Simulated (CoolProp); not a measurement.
A closed Brayton cycle with dry air: compressor inlet 314.15 K and 7.2 MPa, high pressure 23.5 MPa, turbine inlet 660 K, compressor efficiency 0.85, turbine efficiency 0.9, recuperator effectiveness 0.8 (on enthalpy, no pinch check). Each further row changes one setting.

Computed with CoolProp (reference Helmholtz-energy equation of state, Lemmon 2000). It is a pseudo-pure fit of the blend.

```tsv
case	thermal efficiency (%)	net work (kJ/kg)	compressor to turbine work	compressor exit (K)	turbine exit (K)
as stated	13.2	25.5	0.86	464.3	493.6
turbine inlet 610 K	___	11.4	___	464.3	454.6
compressor inlet 324.15 K	10.7	___	0.89	___	493.6
high pressure 20 MPa	16.0	___	___	___	513.6
recuperator effectiveness 0.5	___	25.5	0.86	464.3	493.6
```

### Question
Fill in the missing entries.

### Answer

- turbine inlet 610 K, thermal efficiency (%): 7.0
- turbine inlet 610 K, compressor to turbine work: 0.93
- compressor inlet 324.15 K, net work (kJ/kg): 20.2
- compressor inlet 324.15 K, compressor exit (K): 478.8
- high pressure 20 MPa, net work (kJ/kg): 28.9
- high pressure 20 MPa, compressor to turbine work: 0.82
- high pressure 20 MPa, compressor exit (K): 440.8
- recuperator effectiveness 0.5, thermal efficiency (%): 12.6
